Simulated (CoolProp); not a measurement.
A single-stage vapour-compression cycle with the fluid: evaporating at 273.15 K (dew point), condensing at 313.15 K (bubble point), superheat 10 K, subcooling 5 K, compressor efficiency 0.9, no pressure losses. The same conditions are run with several fluids, on thermodynamics alone (safety and materials aside).

Values from CoolProp's reference Helmholtz-energy equation of state of each fluid (ammonia: Gao 2020; cis-2-butene: Lemmon 2005; chloromethane (R40): Thol 2014; R1132(E): Akasaka 2024; trans-2-butene: Lemmon 2005; vinyl chloride: Thol 2022).

```csv
fluid,cooling COP,pressure ratio,discharge temperature (K),refrigerating effect (kJ/kg),volumetric capacity (kJ/m³)
ammonia,5.21,3.62,387.7,1120,3700
cis-2-butene,5.52,3.85,331.8,354,765
chloromethane (R40),5.33,3.37,368.6,355,2090
R1132(E),4.90,2.94,341.4,197,5000
trans-2-butene,5.49,3.74,327.7,341,826
vinyl chloride,5.46,3.48,350.6,299,1430
```
